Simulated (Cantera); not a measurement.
A Cantera script and its output.

```python
import numpy as np
import cantera as ct

surf = ct.Interface("ptcombust.yaml", "Pt_surf")
gas = surf.adjacent["gas"]
gas.TPX = 300, 5000, {'CH4': 0.017, 'O2': 0.2, 'N2': 0.79}
jet = ct.ImpingingJet(gas=gas, width=0.047, surface=surf)
jet.inlet.mdot, jet.inlet.T, jet.inlet.X = 0.034, 300, {'CH4': 0.017, 'O2': 0.2, 'N2': 0.79}
jet.set_refine_criteria(ratio=10, slope=0.2, curve=0.3)
show, cover = ['CH4', 'O2', 'H2O', 'OH', 'CO', 'CO2'], ["PT(S)", "H(S)", "O(S)", "OH(S)", "CO(S)", "C(S)"]

rows = []
print(f"{'Ts/K':>7s}" + "".join(f"{s:>11s}" for s in show + cover) + "   (gas at the wall, coverages)")
for i, Ts in enumerate([900, 950, 1000, 1050, 1100, 1150]):
    jet.surface.T = Ts
    if i == 0:
        surf.TP = Ts, 5000
        surf.coverages = "PT(S):0.5, O(S):0.5"
        surf.advance_coverages(1.0)
        jet.set_initial_guess(products="inlet")
    jet.solve(loglevel=0, auto=(i == 0))
    rows.append([*(jet.X[gas.species_index(s), -1] for s in show), *surf[cover].coverages])
    print(f"{Ts:7g}" + "".join(f"{x:11.3e}" for x in rows[-1]))
```

It prints:

```
   Ts/K        CH4         O2        H2O         OH         CO        CO2      PT(S)       H(S)       O(S)      OH(S)      CO(S)       C(S)   (gas at the wall, coverages)
    900  1.239e-02  1.890e-01  8.382e-03  2.514e-08  4.705e-06  5.489e-03  2.012e-01  3.371e-08  7.983e-01  5.476e-04  3.251e-06  1.157e-08
    950  1.009e-02  1.841e-01  1.263e-02  8.388e-08  5.282e-06  8.289e-03  2.671e-01  8.814e-08  7.323e-01  6.051e-04  2.578e-06  1.234e-08
   1000  8.040e-03  1.798e-01  1.641e-02  2.382e-07  5.676e-06  1.078e-02  3.353e-01  1.923e-07  6.641e-01  6.120e-04  1.916e-06  1.198e-08
   1050  6.410e-03  1.763e-01  1.939e-02  5.881e-07  6.001e-06  1.274e-02  4.036e-01  3.689e-07  5.958e-01  5.847e-04  1.395e-06  1.111e-08
   1100  5.183e-03  1.737e-01  2.160e-02  1.309e-06  6.370e-06  1.421e-02  4.702e-01  6.436e-07  5.292e-01  5.387e-04  1.021e-06  1.012e-08
   1150  4.274e-03  1.719e-01  2.320e-02  2.665e-06  6.854e-06  1.527e-02  5.342e-01  1.048e-06  4.653e-01  4.849e-04  7.623e-07  9.235e-09
```

Detailed kinetics in Cantera: Deutschmann's 1995 Pt surface mechanism with GRI-Mech 3.0 gas chemistry. Catalytic surfaces can have several steady states; this one follows from the mechanism file's or the stated starting coverage.
